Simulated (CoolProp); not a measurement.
Vapour-liquid equilibrium of fluoroethane (R161) (1) + R227EA (2) at -42.15 °C; x and y are mole fractions of (1).

Values from CoolProp's multi-fluid Helmholtz-energy mixture model, Wu 2012 and Lemmon 2016; pair parameters Bell 2016.

```
x     bubble pressure (kPa)  y at the bubble point  dew pressure at overall composition x (kPa)  liquid density (mol/L)
----  ---------------------  ---------------------  -------------------------------------------  ----------------------
0.05                  28.89                  0.064                                        28.80                   9.837
0.15                  30.64                  0.229                                        29.66                       ?
0.25                      ?                  0.411                                            ?                   10.92
0.35                  38.81                  0.576                                        32.66                   11.53
0.45                  44.77                      ?                                        34.92                   12.18
0.55                  51.42                  0.803                                        37.88                   12.90
0.65                  58.33                  0.872                                        41.87                   13.68
0.75                  65.21                      ?                                        47.46                   14.54
0.85                  71.90                  0.959                                        55.90                   15.50
0.95                  78.42                  0.988                                        70.19                   16.57
```

**Question.** Complete the blanks.

**Answer.** 
- 0.15, liquid density (mol/L): 10.36
- 0.25, bubble pressure (kPa): 33.98
- 0.25, dew pressure at overall composition x (kPa): 30.94
- 0.45, y at the bubble point: 0.707
- 0.75, y at the bubble point: 0.922

No azeotrope shows between x = 0.05 and 0.95.

The pair parameters rest on a limited set of measurements; away from them the model extrapolates.
